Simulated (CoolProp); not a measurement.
Vapour pressure (MPa) of R1224YDZ: the reference equation beside estimates from Tc = 428.7 K, pc = 3.334 MPa, ω = 0.325. Clausius-Clapeyron is anchored at 315.3 K with a constant enthalpy of vaporisation of 23.11 kJ/mol.

Values from CoolProp's reference Helmholtz-energy equation of state, Akasaka 2023.

```tsv
T (K)	reference	Lee-Kesler	Clausius-Clapeyron	Redlich-Kwong	Peng-Robinson
315.3	0.2608	0.2612	0.2608	0.4366	0.2591
321.6	0.3158	0.3165	0.3099	0.5095	0.3138
327.8	0.3783	0.3793	0.3650	0.5892	0.3758
334.1	0.4508	0.4521	0.4282	0.6788	0.4480
340.3	0.5320	0.5336	0.4983	0.7757	0.5290
346.6	0.6253	0.6270	0.5781	0.8836	0.6223
352.9	0.7302	0.7322	0.6671	1.001	0.7276
359.1	0.8459	0.8479	0.7643	1.127	0.8438
365.4	0.9769	0.9789	0.8734	1.266	0.9758
371.6	1.120	1.122	0.9917	1.413	1.120
377.9	1.281	1.283	1.123	1.574	1.283
384.1	1.456	1.458	1.265	1.744	1.460
390.4	1.652	1.653	1.422	1.929	1.658
396.6	1.864	1.865	1.589	2.123	1.873
```

Absolute difference from the reference over all 14 rows, mean and median: Lee-Kesler 0.2 and 0.2 %, Clausius-Clapeyron 8.5 and 9.1 %, Redlich-Kwong 37.3 and 35.2 %, Peng-Robinson 0.4 and 0.4 %.
